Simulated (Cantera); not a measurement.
Charge: 1 mol C6H6, 0.3 mol NH3, held at 0.133 bar.

These are equilibrium values from Cantera (NASA tables, ideal gas, pure condensed phases), not measurements of a reactor. Candidate condensed phases: C, C6H6, C7H8, C8H18; 92 gas species. The numbers say what is thermodynamically allowed, not how fast it happens. All values below are at 1000 K.

Base state: H2 0.946, N2 0.0421, CH4 0.0114, NH3 1.47e-5 (mole fractions); condensed: C(graphite).

What changes in the equilibrium state with this change: pressure from 0.133 bar to 0.970 bar?


```csv
species,before,after
H2,0.946,0.883
CH4,0.0114,0.0722
N2,0.0421,0.0446
NH3,1.47e-5,9.90e-5
"C(graphite), mol",5.96,5.76
```
